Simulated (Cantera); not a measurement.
What does this Cantera script print?

```python
import numpy as np
import cantera as ct

gas_names = [...]  # 136 gases of nasa_gas.yaml made of C, H, N, O
cond_names = """
    C(gr) C6H6(L) C7H8(L) C8H18(L),n-octa H2O(s) H2O(L)
""".split()


# ... load() reads the species with a 1 bar reference pressure and builds the phases ...
atoms = {
    'C3H6': {'C': 3, 'H': 6},
    'H2O': {'H': 2, 'O': 1},
    'N2': {'N': 2},
}
top_T = {'C(gr)': 4500}  # K; cautious upper limits of use, not melting points


# ... equilibrate(T, P, feed) seeds the gas with the atoms and calls Mixture.equilibrate('TP', solver="vcs", rtol=1e-11, max_steps=5000) ...
results = []
feed = {'C3H6': 1, 'H2O': 5.7, 'N2': 2.4}  # mol
T = 2550  # K
for P in [10, 46, 220, 1000, 4600, 22000, 100000, 460000, 2200000, 10000000]:
    mix = equilibrate(T, P, feed)
    results.append((T, P, feed, dict(zip(mix.species_names, mix.species_moles))))
    x = sorted(zip(gas.X, gas.species_names), reverse=True)
    print(f"T = {T:g} K  P = {P:g} Pa  gas = {mix.phase_moles(0):.4g} mol")
    print("   x: " + "  ".join(f"{s} {v:.3e}" for v, s in x if v > 1e-06))
    print("   condensed (mol): " + ("  ".join(f"{mix.phase(i).name} {mix.phase_moles(i):.4g}"
          for i in range(1, mix.n_phases) if mix.phase_moles(i) > 1e-12) or "none"))
```

Result:

```
T = 2550 K  P = 10 Pa  gas = 24.07 mol
   x: H 6.274e-01  CO 1.233e-01  N2 9.921e-02  O 9.293e-02  H2 4.045e-02  OH 9.185e-03  H2O 2.701e-03  O2 2.537e-03  CO2 1.300e-03  NO 9.772e-04  N 1.450e-05
   condensed (mol): none
T = 2550 K  P = 46 Pa  gas = 21.16 mol
   x: H 5.065e-01  CO 1.373e-01  H2 1.213e-01  N2 1.127e-01  O 6.276e-02  H2O 2.516e-02  OH 2.304e-02  O2 5.322e-03  CO2 4.495e-03  NO 1.509e-03  N 7.204e-06
   condensed (mol): none
T = 2550 K  P = 220 Pa  gas = 17.65 mol
   x: H 3.212e-01  H2 2.333e-01  CO 1.606e-01  N2 1.353e-01  H2O 8.600e-02  OH 2.596e-02  O 2.331e-02  CO2 9.344e-03  O2 3.512e-03  NO 1.343e-03  N 3.610e-06
   condensed (mol): none
T = 2550 K  P = 1000 Pa  gas = 15.73 mol
   x: H2 3.215e-01  CO 1.788e-01  H 1.769e-01  N2 1.522e-01  H2O 1.349e-01  OH 1.627e-02  CO2 1.184e-02  O 5.839e-03  O2 1.001e-03  NO 7.604e-04  N 1.795e-06
   condensed (mol): none
T = 2550 K  P = 4600 Pa  gas = 14.85 mol
   x: H2 3.781e-01  CO 1.895e-01  N2 1.614e-01  H2O 1.589e-01  H 8.943e-02  CO2 1.257e-02  OH 8.241e-03  O 1.272e-03  NO 3.658e-04  O2 2.185e-04
   condensed (mol): none
T = 2550 K  P = 22000 Pa  gas = 14.44 mol
   x: H2 4.094e-01  CO 1.950e-01  H2O 1.698e-01  N2 1.661e-01  H 4.255e-02  CO2 1.276e-02  OH 3.869e-03  O 2.624e-04  NO 1.674e-04  O2 4.448e-05
   condensed (mol): none
T = 2550 K  P = 100000 Pa  gas = 14.26 mol
   x: H2 4.245e-01  CO 1.976e-01  H2O 1.745e-01  N2 1.683e-01  H 2.032e-02  CO2 1.282e-02  OH 1.832e-03  NO 7.836e-05  O 5.722e-05  O2 9.616e-06  NH3 1.120e-06
   condensed (mol): none
T = 2550 K  P = 460000 Pa  gas = 14.17 mol
   x: H2 4.318e-01  CO 1.988e-01  H2O 1.767e-01  N2 1.693e-01  CO2 1.284e-02  H 9.557e-03  OH 8.575e-04  NO 3.648e-05  O 1.238e-05  NH3 5.304e-06  O2 2.071e-06  HCO 1.165e-06  HCN 1.041e-06
   condensed (mol): none
T = 2550 K  P = 2.2e+06 Pa  gas = 14.13 mol
   x: H2 4.353e-01  CO 1.994e-01  H2O 1.778e-01  N2 1.698e-01  CO2 1.285e-02  H 4.388e-03  OH 3.928e-04  NH3 2.571e-05  NO 1.667e-05  HCN 5.033e-06  O 2.583e-06  HCO 2.567e-06  NH2 1.070e-06
   condensed (mol): none
T = 2550 K  P = 1e+07 Pa  gas = 14.11 mol
   x: H2 4.368e-01  CO 1.997e-01  H2O 1.783e-01  N2 1.700e-01  CO2 1.286e-02  H 2.062e-03  OH 1.845e-04  NH3 1.175e-04  HCN 2.297e-05  NO 7.817e-06  HCO 5.489e-06  HCHO,formaldehy 3.514e-06  HNC 2.846e-06  CH4 2.786e-06  NH2 2.289e-06  HNCO 1.340e-06  HCOOH 1.301e-06
   condensed (mol): none
```

Method: chemical equilibrium by Gibbs-energy minimisation in Cantera with the NASA 1993 tables (ideal gas, pure condensed phases). The ideal-gas law is rough above about 30 bar.
